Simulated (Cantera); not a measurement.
Stirred combustor or abatement burner

A perfectly stirred reactor is fed with 41.5 % H2, 12.3 % O2, 46.3 % N2, equivalence ratio 1.7, at 101000 Pa; it is adiabatic with a 598 K inlet, and is followed from long to short residence time, starting on the burning branch (τ in s: 0.15, 0.069, 0.032, 0.015, 0.0067, 0.0031, 0.0014, 0.00066, 0.0003, 0.00014, 6.4e-05, 3e-05).

Computed with Cantera and GRI-Mech 3.0 (53 species, 325 reactions).

```tsv
τ (s)	T (K)	x H2	x O2	x HO2	x H2O	x N2O
0.15	2377	0.190	3.40e-5	2.46e-8	0.277	6.91e-9
0.069	2371	0.189	4.61e-5	3.20e-8	0.276	6.71e-9
0.032	2361	0.189	6.94e-5	4.75e-8	0.276	6.44e-9
0.015	2344	0.188	0.000112	7.84e-8	0.275	6.17e-9
0.0067	2315	0.186	0.000196	1.43e-7	0.273	5.97e-9
0.0031	2272	0.183	0.000345	2.52e-7	0.270	5.94e-9
0.0014	2209	0.180	0.000618	4.41e-7	0.267	6.21e-9
0.00066	2130	0.176	0.00106	7.33e-7	0.262	6.84e-9
0.00030	2025	0.170	0.00182	1.25e-6	0.257	7.86e-9
0.00014	1903	0.164	0.00300	2.13e-6	0.250	9.00e-9
6.4e-5	1761	0.159	0.00508	3.92e-6	0.243	1.01e-8
3.0e-5	1612	0.158	0.00918	8.03e-6	0.232	1.09e-8
```
x: mole fraction; the columns are a selection and need not sum to one.
